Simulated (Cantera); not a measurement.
Input (Python, Cantera) and output of one run.

```python
import numpy as np
import cantera as ct

gas_names = """
    B BH BH2 BH3 BN BO BO2 B2 B2O B2O2 B2O3 B3O3H3 H HBO HBO2 HNO HNO2 HNO3 HO2 H2 H2O H2O2 H3B3O6 N NH
    NH2 NH3 NH2OH NO NO2 NO3 N2 N2H2 N2H4 N2O O OH O2 O3
""".split()
cond_names = """
    B(b) B(L) BN(s) B2O3(L) B3O3H3(cr) H2O(s) H2O(L)
""".split()


# ... load() reads the species with a 1 bar reference pressure and builds the phases ...
atoms = {
    'borazine': {'B': 3, 'N': 3, 'H': 6},
    'O2': {'O': 2},
    'H2': {'H': 2},
}
top_T = {'BN(s)': 3200}  # K; cautious upper limits of use, not melting points


# ... equilibrate(T, P, feed) seeds the gas with the atoms and calls Mixture.equilibrate('TP', solver="vcs", rtol=1e-11, max_steps=5000) ...
results = []
T = 1450  # K
P = 6200  # Pa
for m in [20, 35, 51, 66, 81, 96, 110, 130, 140, 160, 170]:
    feed = {'borazine': 1, 'O2': 5.1, 'H2': m}  # mol
    mix = equilibrate(T, P, feed)
    results.append((T, P, feed, dict(zip(mix.species_names, mix.species_moles))))

top = {s: max(r[3][s] / sum(r[3][g] for g in gas_names) for r in results) for s in gas_names}
cols = sorted((s for s in top if top[s] > 0.001), key=lambda s: -top[s])[:8]
seen = [c for c in cond_names if any(r[3].get(c, 0) > 1e-12 for r in results)]
print("log10 of partial pressures in bar; condensed amounts in mol")
print(f"{'n(H2)':>10s}" + "".join(f"{s[:9]:>10s}" for s in cols + seen))
for T, P, feed, n in results:
    ng = sum(n[g] for g in gas_names)
    print(f"{feed['H2']:10.4g}" + "".join(f"{np.log10(max(n[s] / ng * P / 1e5, 1e-99)):10.3f}" for s in cols)
          + "".join(f"{n.get(c, 0):10.4g}" for c in seen))
```

It prints:

```
log10 of partial pressures in bar; condensed amounts in mol
     n(H2)        H2       H2O        N2      HBO2   B2O3(L)
        20    -1.365    -1.875    -2.427    -2.752     1.137
        35    -1.300    -2.089    -2.633    -2.859     1.045
        51    -1.272    -2.242    -2.780    -2.936    0.9643
        66    -1.258    -2.351    -2.883    -2.990    0.8992
        81    -1.249    -2.439    -2.967    -3.034    0.8409
        96    -1.243    -2.513    -3.037    -3.071    0.7876
       110    -1.239    -2.573    -3.093    -3.101    0.7415
       130    -1.234    -2.648    -3.163    -3.139    0.6803
       140    -1.232    -2.681    -3.194    -3.155    0.6514
       160    -1.229    -2.741    -3.250    -3.185    0.5966
       170    -1.228    -2.769    -3.276    -3.199    0.5705
```

Method: chemical equilibrium by Gibbs-energy minimisation in Cantera with the NASA 1993 tables (ideal gas, pure condensed phases). The feed counts by its element totals alone. Gases not in the tables: H3BO3.
